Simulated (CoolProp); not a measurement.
Vapour-liquid equilibrium of R22 (1) + dimethyl ether (2) at 312.4 K; x and y are mole fractions of (1).

The numbers come from the multi-fluid Helmholtz-energy mixture model, Kamei 1995 and Wu 2011; pair parameters Bell 2016 in CoolProp.

| x | bubble pressure (bar) | y at the bubble point | dew pressure at overall composition x (bar) | liquid density (mol/L) |
|---|---|---|---|---|
| 0.05 | 8.644 | 0.043 | 8.634 | 13.87 |
| 0.125 | 8.548 | 0.115 | 8.538 | 13.92 |
| 0.2 | 8.495 | 0.195 | 8.494 | 13.95 |
| 0.275 | 8.503 | 0.285 | 8.499 | 13.97 |
| 0.35 | 8.596 | 0.382 | 8.556 | 13.98 |
| 0.425 | 8.797 | 0.484 | 8.667 | 13.98 |
| 0.5 | 9.132 | 0.586 | 8.841 | 13.96 |
| 0.575 | 9.620 | 0.683 | 9.089 | 13.92 |
| 0.65 | 10.27 | 0.771 | 9.430 | 13.86 |
| 0.725 | 11.10 | 0.846 | 9.899 | 13.77 |
| 0.8 | 12.07 | 0.906 | 10.56 | 13.65 |
| 0.875 | 13.16 | 0.951 | 11.52 | 13.48 |
| 0.95 | 14.30 | 0.984 | 13.12 | 13.27 |

y crosses x between x = 0.2 and 0.275: the model has an azeotrope there.

The pair parameters rest on a limited set of measurements; away from them the model extrapolates.
